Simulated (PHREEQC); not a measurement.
A solution holds 0.002 mol/kgw HBr, at 20 °C. Closed to the air; pH follows from the charge balance.

Equilibrium calculation in PHREEQC: ion-association model, phreeqc.dat.

This is a speciation only: nothing precipitates in the calculation.

Question: Estimate the pH, specific conductance.

Answer: pH 2.72; specific conductance 730 µS/cm.

Complexes and solids missing from the database can't appear.
